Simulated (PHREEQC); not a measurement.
Solution (25 °C): 0.0032 mol/kgw CuSO4, 0.25 mol/kgw CuCl2, 0.0031 mol/kgw NaF and 0.2 mol/kgw NaCl. Closed to the air; pH follows from the charge balance.

Computed with PHREEQC (ion-association model, phreeqc.dat).

```json
[
 {"quantity": "pH", "before": "4.28", "after": "4.33"},
 {"quantity": "ionic strength (mol/kgw)", "before": "0.805", "after": "0.428"},
 {"quantity": "Cl- (mol/kgw)", "before": "0.621", "after": "0.324"},
 {"quantity": "Cu+2 (mol/kgw)", "before": "0.178", "after": "0.101"},
 {"quantity": "CuCl+ (mol/kgw)", "before": "0.0653", "after": "0.0229"},
 {"quantity": "CuCl2 (mol/kgw)", "before": "0.00692", "after": "0.00158"},
 {"quantity": "SI of Halite (NaCl)", "before": "-2.82", "after": "-3.38"}
]
```

### Question
What was changed between the two runs?
(A) temperature from 25 to 90 °C
(B) diluted 2-fold with water
(C) CuSO4 from 0.0032 to 0.00032 mol/kgw
(D) NaF from 0.0031 to 0.00279 mol/kgw
(E) temperature from 25 to 65 °C

### Answer
B, diluted 2-fold with water

Precipitation was switched off in this run. The ionic strength passes 0.7 mol/kgw, the rough limit of the ion-association models, in before.
